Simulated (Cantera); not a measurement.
# Carbon deposition, reforming and gasification: C3H8 + CO2

A closed system holds: 1 mol C3H8, 0.06 mol CO2, held at 0.100 bar.

Method: chemical equilibrium by Gibbs-energy minimisation in Cantera with the NASA 1993 tables (ideal gas, pure condensed phases). Candidate condensed phases: C, C6H6, C7H8, C8H18, H2O; 131 gas species. Ions and electrons are included (thermal ionisation). Kinetics and transport are ignored.

```json
[
 {"T (°C)": "2227", "x H2": "0.887", "x H": "0.0749", "x C": "1.66e-6", "x C3": "4.97e-6", "x C2H2 (acetylene)": "0.00960", "x C2": "4.58e-7", "x CO": "0.0280", "x C2H": "5.82e-5", "n C(graphite)": "2.86"},
 {"T (°C)": "2477", "x H2": "0.762", "x H": "0.189", "x C": "3.78e-5", "x C3": "0.000169", "x C2H2 (acetylene)": "0.0214", "x C2": "1.63e-5", "x CO": "0.0264", "x C2H": "0.000616", "n C(graphite)": "2.73"},
 {"T (°C)": "2727", "x H2": "0.559", "x H": "0.373", "x C": "0.000507", "x C3": "0.00312", "x C2H2 (acetylene)": "0.0348", "x C2": "0.000317", "x CO": "0.0235", "x C2H": "0.00399", "n C(graphite)": "2.47"},
 {"T (°C)": "2977", "x H2": "0.311", "x H": "0.566", "x C": "0.00455", "x C3": "0.0362", "x C2H2 (acetylene)": "0.0378", "x C2": "0.00387", "x CO": "0.0193", "x C2H": "0.0164", "n C(graphite)": "1.41"},
 {"T (°C)": "3227", "x H2": "0.138", "x H": "0.695", "x C": "0.0194", "x C3": "0.0815", "x C2H2 (acetylene)": "0.0127", "x C2": "0.0140", "x CO": "0.0153", "x C2H": "0.0200", "n C(graphite)": "0"},
 {"T (°C)": "3477", "x H2": "0.0590", "x H": "0.770", "x C": "0.0506", "x C3": "0.0667", "x C2H2 (acetylene)": "0.00233", "x C2": "0.0233", "x CO": "0.0136", "x C2H": "0.0121", "n C(graphite)": "0"},
 {"T (°C)": "3727", "x H2": "0.0239", "x H": "0.778", "x C": "0.106", "x C3": "0.0417", "x C2H2 (acetylene)": "0.000373", "x C2": "0.0300", "x CO": "0.0125", "x C2H": "0.00595", "n C(graphite)": "0"},
 {"T (°C)": "3977", "x H2": "0.00992", "x H": "0.756", "x C": "0.174", "x C3": "0.0172", "x C2H2 (acetylene)": "5.02e-5", "x C2": "0.0274", "x CO": "0.0117", "x C2H": "0.00223", "n C(graphite)": "0"},
 {"T (°C)": "4227", "x H2": "0.00454", "x H": "0.737", "x C": "0.225", "x C3": "0.00445", "x C2H2 (acetylene)": "5.78e-6", "x C2": "0.0174", "x CO": "0.0112", "x C2H": "0.000638", "n C(graphite)": "0"},
 {"T (°C)": "4477", "x H2": "0.00231", "x H": "0.728", "x C": "0.248", "x C3": "0.000907", "x C2H2 (acetylene)": "6.66e-7", "x C2": "0.00894", "x CO": "0.0110", "x C2H": "0.000163", "n C(graphite)": "0"},
 {"T (°C)": "4727", "x H2": "0.00127", "x H": "0.725", "x C": "0.258", "x C3": "0.000185", "x C2H2 (acetylene)": "8.69e-8", "x C2": "0.00443", "x CO": "0.0109", "x C2H": "4.34e-5", "n C(graphite)": "0"}
]
```
x: gas mole fraction; n: condensed amount in mol.

From 2227 °C to 2977 °C the condensed part is C(graphite). From 3227 °C to 4727 °C nothing is condensed. The main C-bearing gas is CO at 2227 °C and C at 4727 °C.
